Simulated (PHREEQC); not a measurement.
## Reverse-osmosis permeate

Model water analysis in mmol/kgw, 25 °C, pH 6.82, pe 12.9:

```tsv
constituent	mmol/kgw
Na	0.0453
K	0.0215
Ca	0.0324
Mg	0.00777
Cl	0.0497
S(6)	0.0106
Alkalinity (meq/kgw)	0.0737
Si	0.00141
Ni	2.87e-05
```

Na is adjusted to close the charge balance.
Valence states are taken as typed.

Equilibrium calculation in PHREEQC: ion-association model, wateq4f.dat.

```yaml
ionic_strength: 0.000195 mol/kgw
```

```json
[
 {"species": "HCO3-", "molality": "7.37e-5", "activity": "7.25e-5", "log γ": "-0.007"},
 {"species": "Cl-", "molality": "4.97e-5", "activity": "4.89e-5", "log γ": "-0.007"},
 {"species": "Na+", "molality": "4.27e-5", "activity": "4.20e-5", "log γ": "-0.007"},
 {"species": "Ca+2", "molality": "3.23e-5", "activity": "3.03e-5", "log γ": "-0.028"},
 {"species": "CO2", "molality": "2.47e-5", "activity": "2.47e-5", "log γ": "0.000"},
 {"species": "K+", "molality": "2.15e-5", "activity": "2.11e-5", "log γ": "-0.007"},
 {"species": "SO4-2", "molality": "1.05e-5", "activity": "9.87e-6", "log γ": "-0.028"}
]
```

This is a speciation only: nothing precipitates in the calculation. The database's nickel carbonate constants are estimates that later reviews lower a good deal.
